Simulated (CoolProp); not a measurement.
Vapour-liquid equilibrium of R143a (1) + isobutene (2) at 24.7 kPa; x and y are mole fractions of (1).

Values from CoolProp's multi-fluid Helmholtz-energy mixture model, Lemmon and Jacobsen 2000 and Lemmon 2005; pair parameters Bell 2016.

| x | bubble temperature (K) | y at the bubble point | dew temperature at overall composition x (K) | liquid density (mol/L) |
|---|---|---|---|---|
| 0.05 | 221.7 | 0.539 | 234.0 | 12.10 |
| 0.125 | 212.8 | 0.751 | 232.5 | 12.39 |
| 0.2 | 208.8 | 0.819 | 230.9 | 12.59 |
| 0.275 | 206.6 | 0.851 | 229.2 | 12.77 |
| 0.35 | 205.4 | 0.868 | 227.3 | 12.94 |
| 0.425 | 204.5 | 0.880 | 225.3 | 13.10 |
| 0.5 | 203.9 | 0.890 | 223.0 | 13.27 |
| 0.575 | 203.4 | 0.899 | 220.5 | 13.45 |
| 0.65 | 202.8 | 0.909 | 217.6 | 13.64 |
| 0.725 | 202.3 | 0.920 | 214.2 | 13.84 |
| 0.8 | 201.7 | 0.935 | 210.0 | 14.05 |
| 0.875 | 201.1 | 0.954 | 204.9 | 14.28 |
| 0.95 | 200.5 | 0.979 | 201.2 | 14.52 |

No azeotrope shows between x = 0.05 and 0.95.

The pair parameters rest on a limited set of measurements; away from them the model extrapolates. With so large a gap from Raoult's law the liquid may split in two, which this calculation doesn't test in full.
